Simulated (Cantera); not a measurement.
A closed system holds: 1 mol Al2O3, 280 mol H2, 7.3 mol N2, held at 0.000590 bar.

Method: chemical equilibrium by Gibbs-energy minimisation in Cantera with the NASA 1993 tables (ideal gas, pure condensed phases). Candidate condensed phases: Al, AlN, Al2O3, H2O; 35 gas species. The tables' values for AlOH are old estimates; treat these amounts as uncertain. Equilibrium is a limit: real reactors are often held back by kinetics, nucleation or transport.

x: gas mole fraction; n: condensed amount in mol.

```json
[
 {"T (K)": "1325", "x H2": "0.975", "x H": "6.65e-5", "x N2": "0.0254", "x H2O": "2.19e-7", "x Al": "3.15e-8", "x Al2O": "…", "n Al2O3(s)": "1.000"},
 {"T (K)": "1375", "x H2": "0.974", "x H": "0.000139", "x N2": "0.0254", "x H2O": "3.42e-7", "x Al": "2.11e-7", "x Al2O": "…", "n Al2O3(s)": "1.000"},
 {"T (K)": "1425", "x H2": "0.974", "x H": "0.000277", "x N2": "0.0254", "x H2O": "8.90e-7", "x Al": "5.50e-7", "x Al2O": "…", "n Al2O3(s)": "1.000"},
 {"T (K)": "1475", "x H2": "0.974", "x H": "0.000527", "x N2": "0.0254", "x H2O": "2.17e-6", "x Al": "1.34e-6", "x Al2O": "…", "n Al2O3(s)": "1.000"},
 {"T (K)": "1525", "x H2": "0.974", "x H": "0.000961", "x N2": "0.0254", "x H2O": "4.98e-6", "x Al": "3.07e-6", "x Al2O": "…", "n Al2O3(s)": "1.000"},
 {"T (K)": "1575", "x H2": "0.973", "x H": "0.00169", "x N2": "0.0254", "x H2O": "1.08e-5", "x Al": "6.65e-6", "x Al2O": "…", "n Al2O3(s)": "0.999"},
 {"T (K)": "1625", "x H2": "0.972", "x H": "0.00286", "x N2": "0.0254", "x H2O": "2.25e-5", "x Al": "1.37e-5", "x Al2O": "…", "n Al2O3(s)": "0.998"},
 {"T (K)": "1675", "x H2": "0.970", "x H": "0.00471", "x N2": "0.0253", "x H2O": "4.46e-5", "x Al": "2.70e-5", "x Al2O": "…", "n Al2O3(s)": "0.995"},
 {"T (K)": "1725", "x H2": "0.967", "x H": "0.00752", "x N2": "0.0253", "x H2O": "8.49e-5", "x Al": "5.10e-5", "x Al2O": "…", "n Al2O3(s)": "0.991"},
 {"T (K)": "1775", "x H2": "0.963", "x H": "0.0117", "x N2": "0.0253", "x H2O": "0.000156", "x Al": "9.27e-5", "x Al2O": "…", "n Al2O3(s)": "0.984"},
 {"T (K)": "1825", "x H2": "0.957", "x H": "0.0177", "x N2": "0.0252", "x H2O": "0.000276", "x Al": "0.000163", "x Al2O": "…", "n Al2O3(s)": "0.971"},
 {"T (K)": "1875", "x H2": "0.948", "x H": "0.0263", "x N2": "0.0251", "x H2O": "0.000473", "x Al": "0.000276", "x Al2O": "…", "n Al2O3(s)": "0.950"},
 {"T (K)": "1925", "x H2": "0.936", "x H": "0.0381", "x N2": "0.0249", "x H2O": "0.000786", "x Al": "0.000454", "x Al2O": "…", "n Al2O3(s)": "0.916"},
 {"T (K)": "1975", "x H2": "0.919", "x H": "0.0540", "x N2": "0.0247", "x H2O": "0.00127", "x Al": "0.000725", "x Al2O": "…", "n Al2O3(s)": "0.862"}
]
```

Question: What belongs in the gaps?

Answer: 
- 1325, x Al2O: 3.60e-10
- 1375, x Al2O: 4.07e-9
- 1425, x Al2O: 1.31e-8
- 1475, x Al2O: 3.88e-8
- 1525, x Al2O: 1.07e-7
- 1575, x Al2O: 2.73e-7
- 1625, x Al2O: 6.56e-7
- 1675, x Al2O: 1.49e-6
- 1725, x Al2O: 3.22e-6
- 1775, x Al2O: 6.62e-6
- 1825, x Al2O: 1.30e-5
- 1875, x Al2O: 2.46e-5
- 1925, x Al2O: 4.47e-5
- 1975, x Al2O: 7.82e-5
